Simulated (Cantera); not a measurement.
A freely propagating, adiabatic, planar premixed flame of 5.63 % CH4, 0.676 % H2, 17.1 % O2, 76.6 % N2, equivalence ratio 0.68, unburnt at 398 K and 13300 Pa; mixture-averaged transport, grid criteria slope 0.08 and curve 0.16, no radiation.

Computed with Cantera and GRI-Mech 3.0 (53 species, 325 reactions). Burning velocities carry a grid error of a few per cent, more on coarse grids.

x: mole fraction of selected species; z is measured from the peak of heat release.

```csv
z (mm),T (K),u (m/s),x CH4,x H2,x O2,x H,x H2O2,x OH
-10.2,398,0.466,0.0563,0.00692,0.171,<1e-8,<1e-8,<1e-8
-6.77,399,0.467,0.0563,0.00722,0.171,<1e-8,8.03e-8,<1e-8
-5.08,403,0.473,0.0560,0.00762,0.170,<1e-8,___,___
-3.39,444,0.521,0.0540,0.00844,0.168,4.94e-7,3.83e-6,1.14e-6
-1.69,729,0.862,0.0398,0.00985,0.147,0.000146,5.36e-6,3.40e-5
-0.847,1031,1.23,0.0230,0.0104,0.121,0.000717,3.02e-6,0.000215
0,1323,1.58,0.00620,0.00933,0.0888,0.00225,9.95e-7,0.00140
0.847,1442,1.72,___,___,___,___,___,___
1.69,1478,1.76,3.46e-5,0.00455,0.0639,0.00493,2.71e-7,0.00367
3.39,1519,1.80,9.86e-8,0.00395,0.0598,0.00496,2.28e-7,0.00415
6.77,1570,1.85,<1e-8,0.00349,0.0576,0.00378,1.67e-7,0.00428
13.5,1627,1.91,<1e-8,0.00252,0.0563,0.00209,1.07e-7,0.00398
27.1,1674,1.96,<1e-8,0.00146,0.0554,0.000849,6.42e-8,0.00326
```

**Question.** What belongs in the gaps?

**Answer.** 
- -5.08, x H2O2: 5.15e-7
- -5.08, x OH: 1.59e-8
- 0.847, x CH4: 0.000595
- 0.847, x H2: 0.00621
- 0.847, x O2: 0.0704
- 0.847, x H: 0.00405
- 0.847, x H2O2: 3.04e-7
- 0.847, x OH: 0.00298
